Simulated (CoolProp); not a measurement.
The fluid at 293.15 K and 0.364 MPa is throttled through a valve to 0.0717 MPa with no heat exchange. The same conditions are run with several fluids, on thermodynamics alone (safety and materials aside).

Values from CoolProp's reference Helmholtz-energy equation of state of each fluid (oxygen: Schmidt 1985; hydrogen chloride: Thol 2018; fluoroethane (R161): Wu 2012; ammonia: Gao 2020; carbon dioxide: Span 1996).

```
fluid                temperature change (K)  final density (kg/m³)
-------------------  ----------------------  ---------------------
oxygen                           (withheld)             (withheld)
hydrogen chloride                      -4.9             (withheld)
fluoroethane (R161)                    -7.0             (withheld)
ammonia                          (withheld)             (withheld)
carbon dioxide                   (withheld)                   1.31
```

Task: Some entries are withheld; supply them.

Result: 
- oxygen, temperature change (K): -0.8
- oxygen, final density (kg/m³): 0.944
- hydrogen chloride, final density (kg/m³): 1.10
- fluoroethane (R161), final density (kg/m³): 1.47
- ammonia, temperature change (K): -9.3
- ammonia, final density (kg/m³): 0.522
- carbon dioxide, temperature change (K): -3.4
